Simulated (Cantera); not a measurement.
An adiabatic, constant-pressure homogeneous reactor starts with CO : H2 : O2 : N2 = 1 : 0.055 : 0.48 : 1.8 (molar parts), equivalence ratio 1.1, at 973 K and 760 Torr.

Cantera simulation using GRI-Mech 3.0 (53 species, 325 reactions); the numbers are that mechanism's predictions, not measurements.

One state of this run: T (K) = 2627; x CO = 0.100; x H2 = 0.000942; x O2 = 0.0271; x H = 0.00131; x CO2 = 0.236; x H2O2 = 2.20e-8. x: mole fraction; the columns are a selection and need not sum to one.

Problem. Which value of t (s) does it belong to?
A. 6.05e-5
B. 0.00122
C. 0.0246
D. 0.000272

Solution. C, 0.0246
